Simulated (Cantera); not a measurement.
## Equilibrium for hydrogen reduction and annealing atmospheres: TiO2 + H2 + H2O

A closed system holds: 1 mol TiO2, 4.1 mol H2, 1.7 mol H2O, held at 37.0 Pa.

Method: chemical equilibrium by Gibbs-energy minimisation in Cantera with the NASA 1993 tables (ideal gas, pure condensed phases). Candidate condensed phases: H2O, Ti, TiO, TiO2, Ti2O3, Ti3O5, Ti4O7; 12 gas species. Mutual solubility and eutectic melting of coexisting phases are not modelled. Condensed phases not in the tables: Magnéli phases beyond Ti4O7. Equilibrium is a limit: real reactors are often held back by kinetics, nucleation or transport.

```tsv
T (K)	x H2	x H2O	x H	x OH	x TiO2	x O	x O2	x TiO	n TiO2(rutile)	n Ti4O7(l)
2000	0.649	0.279	0.0681	0.00293	0.000584	0.000225	4.17e-5	1.83e-5	0.996	0
2025	0.608	0.308	0.0780	0.00414	0.000916	0.000386	8.41e-5	2.64e-5	0.207	0.197
2050	0.589	0.313	0.0905	0.00526	0.00134	0.000583	0.000133	4.00e-5	0	0.248
2075	0.577	0.308	0.105	0.00642	0.00193	0.000839	0.000192	6.17e-5	0	0.247
2100	0.563	0.303	0.122	0.00778	0.00275	0.00120	0.000274	9.42e-5	0	0.246
2125	0.548	0.296	0.140	0.00937	0.00388	0.00169	0.000389	0.000142	0	0.244
2150	0.532	0.289	0.160	0.0112	0.00542	0.00238	0.000547	0.000212	0	0.241
2175	0.513	0.280	0.182	0.0133	0.00752	0.00330	0.000761	0.000315	0	0.237
```
x: gas mole fraction; n: condensed amount in mol.

At 2000 K the condensed part is TiO2(rutile). At 2025 K the condensed part is TiO2(rutile) + Ti4O7(l). From 2050 K to 2175 K the condensed part is Ti4O7(l). The main Ti-bearing gas is TiO2 throughout. The share of Ti in condensed phases is highest at 2000 K (99.6 %) and lowest at 2175 K (94.9 %).
